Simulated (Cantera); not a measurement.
Input (Python, Cantera):

```python
import numpy as np
import cantera as ct

gas = ct.Solution("gri30.yaml")
gas.TPX = 550, 630000, {'CH4': 1, 'C2H6': 0.27, 'O2': 3.51, 'N2': 13.2}
flame = ct.FreeFlame(gas, width=0.011)
flame.set_refine_criteria(ratio=3, slope=0.08, curve=0.16)
flame.transport_model = "mixture-averaged"
flame.solve(loglevel=0, auto=True)
z, T = flame.grid, flame.T
thick = (T[-1] - T[0]) / np.gradient(T, z).max()
show = ['CH4', 'C2H6', 'O2', 'C2H2', 'HCN', 'HCO']
print(f"laminar burning velocity  {flame.velocity[0] * 100:.3f} cm/s")
print(f"burnt temperature         {T[-1]:.1f} K")
print(f"thermal thickness         {thick * 1e3:.4f} mm")
print(f"grid points               {len(z)}")
z0 = z[flame.heat_release_rate.argmax()]
print(f"{'z/mm':>9s}{'T/K':>9s}{'u/(m/s)':>9s}" + "".join(f"{s:>11s}" for s in show))
rows = []
for k in (-3, -2, -1.5, -1, -0.5, -0.25, 0, 0.25, 0.5, 1, 2, 4, 8):
    zz = z0 + k * thick
    rows.append([k * thick, np.interp(zz, z, T), np.interp(zz, z, flame.velocity),
                 *(np.interp(zz, z, flame.X[gas.species_index(s)]) for s in show)])
    print(f"{rows[-1][0] * 1e3:9.3f}{rows[-1][1]:9.1f}{rows[-1][2]:9.3f}" + "".join(f"{x:11.3e}" for x in rows[-1][3:]))
```

It prints:

```
laminar burning velocity  52.181 cm/s
burnt temperature         2250.5 K
thermal thickness         0.0911 mm
grid points               146
     z/mm      T/K  u/(m/s)        CH4       C2H6         O2       C2H2        HCN        HCO
   -0.273    550.6    0.523  5.554e-02  1.501e-02  1.950e-01  2.145e-08  7.636e-11  1.460e-18
   -0.182    556.0    0.528  5.522e-02  1.498e-02  1.945e-01  3.003e-07  1.108e-09  5.699e-16
   -0.137    571.5    0.544  5.444e-02  1.490e-02  1.931e-01  1.328e-06  4.989e-09  1.545e-14
   -0.091    654.3    0.626  5.078e-02  1.432e-02  1.860e-01  9.403e-06  3.620e-08  1.134e-11
   -0.046   1040.4    1.007  3.507e-02  9.618e-03  1.503e-01  7.130e-05  2.736e-07  1.318e-07
   -0.023   1425.7    1.391  1.930e-02  3.674e-03  1.117e-01  1.636e-04  6.117e-07  5.287e-06
    0.000   1804.8    1.768  4.204e-03  1.565e-04  6.968e-02  2.060e-04  1.117e-06  2.040e-05
    0.023   1978.5    1.929  2.014e-04  1.745e-07  4.811e-02  1.741e-05  7.881e-07  4.189e-06
    0.046   2054.9    1.994  5.247e-06  8.888e-11  4.105e-02  3.305e-07  2.413e-07  1.813e-07
    0.091   2137.7    2.063  7.629e-09  5.742e-16  3.622e-02  2.721e-10  2.271e-08  1.131e-08
    0.182   2203.8    2.118  3.954e-13  3.864e-22  3.327e-02  1.074e-14  6.479e-10  2.118e-09
    0.364   2238.9    2.147  1.128e-14  5.554e-27  3.187e-02  3.558e-18  1.199e-11  4.041e-10
    0.729   2250.0    2.156  1.104e-15  2.226e-28  3.144e-02  2.036e-19  1.000e-12  1.711e-10
```

Model: GRI-Mech 3.0 (53 species, 325 reactions), integrated in Cantera. Burning velocities carry a grid error of a few per cent, more on coarse grids.
